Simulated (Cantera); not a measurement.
An isothermal, constant-pressure homogeneous reactor starts with NO : N₂ = 1 : 1.5 (molar parts), at 1650 K and 0.0263 atm.

Model: GRI-Mech 3.0 (53 species, 325 reactions), integrated in Cantera. Radical loss at walls, strong at low pressure, is not modelled.

x: mole fraction; the columns are a selection and need not sum to one.

```
t (s)      x NO      x O₂   x N₂    x NO₂    x N₂O
--------  -----  --------  -----  -------  -------
0.000500  0.400  5.93e-11  0.600  1.32e-9  1.14e-7
0.00183   0.400  7.84e-10  0.600  1.72e-8  4.16e-7
0.00672   0.400   1.03e-8  0.600  2.12e-7  1.51e-6
0.0247    0.400   1.56e-7  0.600  2.08e-6  5.35e-6
0.0904    0.400   3.38e-6  0.600  1.13e-5  1.73e-5
0.332     0.400   4.42e-5  0.600  2.11e-5  4.16e-5
1.22      0.399       ___  0.600      ___  5.54e-5
4.46      0.398   0.00106  0.601  2.65e-5  5.52e-5
16.4      0.392   0.00401  0.604  3.54e-5  5.30e-5
60.0      0.371       ___  0.615      ___      ___
```

### Question
Fill in the missing entries.

### Answer

- 1.22, x O₂: 0.000256
- 1.22, x NO₂: 2.35e-5
- 60.0, x O₂: 0.0145
- 60.0, x NO₂: 5.59e-5
- 60.0, x N₂O: 4.62e-5
